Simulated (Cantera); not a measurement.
An isothermal, constant-pressure homogeneous reactor starts with 27.0 % H2, 73.0 % O2, equivalence ratio 0.18, at 1400 K and 0.0132 atm.

Detailed kinetics in Cantera: the H2/O2 subset of GRI-Mech 3.0, which has no nitrogen chemistry. Radical loss at walls, strong at low pressure, is not modelled. The temperature is held fixed by assumption; the heat of reaction is taken as removed at once.

### Question
Predict: x(H2) at 6.00 s; x(O2) at 6.00 s; x(HO2) at 6.00 s; x(OH) at 6.00 s; x(H2O) at 6.00 s; x(O) at 6.00 s.

### Answer
```json
{
 "x(H2) at 6.00 s": "1.62e-6 (gas-phase equilibrium 1.48e-6)",
 "x(O2) at 6.00 s": "0.688 (gas-phase equilibrium 0.688)",
 "x(HO2) at 6.00 s": "1.29e-7 (gas-phase equilibrium 1.32e-7)",
 "x(OH) at 6.00 s": "0.000226 (gas-phase equilibrium 0.000216)",
 "x(H2O) at 6.00 s": "0.312 (gas-phase equilibrium 0.312)",
 "x(O) at 6.00 s": "7.48e-6 (gas-phase equilibrium 6.84e-6)"
}
```
